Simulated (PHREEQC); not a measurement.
# Metal-bearing waste water (model solution)

A solution holds 0.039 mol/kgw FeCl3, 0.00025 mol/kgw ZnCl2, 0.0043 mol/kgw H2SO4 and 0.00042 mol/kgw Na2SO4, at 20 °C. Closed to the air; pH follows from the charge balance.

Model: ion-association model, phreeqc.dat, run in PHREEQC.

Each row changes one thing in this solution. Precipitation was switched off in this run.

| case | pH | ionic strength (mol/kgw) | Cl- (mol/kgw) | SO4-2 (mol/kgw) | HSO4- (mol/kgw) | NaSO4- (mol/kgw) | SI of Halite (NaCl) |
|---|---|---|---|---|---|---|---|
| as made | 1.92 | 0.173 | 0.102 | 0.000461 | 0.000200 | 5.84e-7 | -5.89 |
| H2SO4 from 0.0043 to 0.00215 mol/kgw | 1.98 | [?] | 0.102 | 0.000260 | 9.70e-5 | 3.26e-7 | -5.90 |
| H2SO4 left out | 2.04 | 0.183 | 0.102 | 4.42e-5 | 1.43e-5 | [?] | -5.90 |
| FeCl3 replaced by CuCl2 at the same molality | 2.18 | 0.118 | [?] | 0.00216 | 0.000570 | 3.11e-6 | -5.99 |
| temperature from 20 to 35 °C | [?] | 0.169 | 0.101 | 0.000451 | 0.000311 | 6.15e-7 | -5.91 |
| ZnCl2 replaced by AlCl3 at the same molality | 1.92 | 0.174 | 0.102 | 0.000461 | 0.000200 | 5.83e-7 | -5.89 |
| diluted 5-fold with water | 2.37 | 0.0386 | 0.0226 | [?] | 3.37e-5 | 6.18e-8 | -7.14 |
| 0.03 mol/kgw HCl added | 1.50 | 0.192 | 0.126 | 0.000403 | 0.000441 | 4.93e-7 | -5.81 |

Task: Fill in the missing entries.

Result: 
- H2SO4 from 0.0043 to 0.00215 mol/kgw, ionic strength (mol/kgw): 0.178
- H2SO4 left out, NaSO4- (mol/kgw): 5.50e-8
- FeCl3 replaced by CuCl2 at the same molality, Cl- (mol/kgw): 0.0763
- temperature from 20 to 35 °C, pH: 1.86
- diluted 5-fold with water, SO4-2 (mol/kgw): 0.000153

Complexes and solids missing from the database can't appear. Some of these states are supersaturated (in Hematite (slow to form), Goethite (slow to form), for instance).
